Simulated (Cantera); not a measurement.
Feed: 1 mol SiH₂Cl₂, 0.36 mol Cl₂, 11 mol N₂, at 1050 K and 0.00740 bar.

Method: chemical equilibrium by Gibbs-energy minimisation in Cantera with the NASA 1993 tables (ideal gas, pure condensed phases). Candidate condensed phases: NH₄Cl, Si, Si₃N₄; 28 gas species. N₂ is the only nitrogen source here; it is nearly inert below about 1500 K, so the nitride shown seldom forms there in practice. The tables' values for SiCl₃ are old estimates; treat these amounts as uncertain. Rates play no part.

**Question.** What is the equilibrium state?

**Answer.** x(N₂): 0.837
x(HCl): 0.118
x(SiCl₄): 0.0245
x(H₂): 0.0206
x(SiCl₃): 0.000116
x(SiHCl₃): 4.46e-5
x(SiCl₂): 9.93e-6
n(Si₃N₄(s)): 0.230 mol
gas amount: 12.59 mol
log10 activity of Si(s) (absent): -5.10
